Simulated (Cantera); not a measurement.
A closed system holds: 1 mol B, a varied amount of H₂O, 9.2 mol N₂, at 1902 °C and 10000 Pa.

Method: chemical equilibrium by Gibbs-energy minimisation in Cantera with the NASA 1993 tables (ideal gas, pure condensed phases). Candidate condensed phases: B, BN, B₂O₃, B₃O₃H₃, H₂O; 39 gas species. Rates play no part.

Q: Which condensed phases are stable at each of these points (n(H₂O) (mol)): 0.22, 0.3, 0.39, 0.52, 0.69, 0.91, 1.2, 1.6, 2.1, 2.8?

A: 
```tsv
n(H₂O) (mol)	condensed phases	B condensed (%)
0.22	BN(s)	78.5
0.3	BN(s)	70.8
0.39	BN(s)	62.2
0.52	BN(s)	49.9
0.69	BN(s)	33.9
0.91	BN(s)	13.3
1.2	gas only	0.0
1.6	gas only	0.0
2.1	gas only	0.0
2.8	gas only	0.0
```

From 0.22 mol H₂O to 0.91 mol H₂O the condensed part is BN(s). From 1.2 mol H₂O to 2.8 mol H₂O nothing is condensed.
